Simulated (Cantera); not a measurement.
Charge: 1 mol FeCl₃, 74 mol H₂, equilibrated at 28.0 mbar.

Equilibrium computed with Cantera from the NASA thermochemical tables; the gas is ideal and each condensed phase is pure. Candidate condensed phases: Fe, FeCl₂, FeCl₃; 11 gas species. Kinetics and transport are ignored.

**Question.** Which condensed phases are stable at each of these points (T (°C)): 902, 977, 1052, 1127, 1202, 1277, 1352, 1427, 1502, 1577?

**Answer.** 
```json
[
 {"T (°C)": "902", "condensed phases": "Fe(α)", "Fe condensed (%)": "95.9"},
 {"T (°C)": "977", "condensed phases": "Fe(γ)", "Fe condensed (%)": "95.0"},
 {"T (°C)": "1052", "condensed phases": "Fe(γ)", "Fe condensed (%)": "94.0"},
 {"T (°C)": "1127", "condensed phases": "Fe(γ)", "Fe condensed (%)": "93.0"},
 {"T (°C)": "1202", "condensed phases": "Fe(γ)", "Fe condensed (%)": "92.0"},
 {"T (°C)": "1277", "condensed phases": "Fe(γ)", "Fe condensed (%)": "90.9"},
 {"T (°C)": "1352", "condensed phases": "Fe(γ)", "Fe condensed (%)": "89.6"},
 {"T (°C)": "1427", "condensed phases": "Fe(δ)", "Fe condensed (%)": "87.4"},
 {"T (°C)": "1502", "condensed phases": "Fe(δ)", "Fe condensed (%)": "82.7"},
 {"T (°C)": "1577", "condensed phases": "Fe(l)", "Fe condensed (%)": "71.8"}
]
```

At 902 °C the condensed part is Fe(α). From 977 °C to 1352 °C the condensed part is Fe(γ). From 1427 °C to 1502 °C the condensed part is Fe(δ). At 1577 °C the condensed part is Fe(l).
